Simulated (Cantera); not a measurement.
Charge: 1 mol Fe(CO)₅, 0.88 mol H₂, 24 mol N₂, at 8.00 mbar.

Cantera equilibrium calculation (NASA polynomials, part measured and part estimated; ideal gas, pure solids and liquids). Candidate condensed phases: C, C₆H₆, C₇H₈, C₈H₁₈, Fe, Fe(CO)₅, FeO, Fe(OH)₂, Fe(OH)₃, Fe₂O₃, Fe₃O₄, H₂O; 140 gas species. Rates play no part. All values below are at 1075 °C.

Base state: N₂ 0.803, CO 0.167, H₂ 0.0294 (mole fractions); condensed: Fe(γ).

### Question
What changes in the equilibrium state with this change: Fe(CO)₅ replaced by Hg?

### Answer
| species | before | after |
|---|---|---|
| N₂ | 0.803 | 0.927 |
| Hg | 0 | 0.0386 |
| H₂ | 0.0294 | 0.0340 |
| CO | 0.167 | 0 |
| Fe(γ), mol | 1.000 | 0 |
Further candidate phases: Hg.
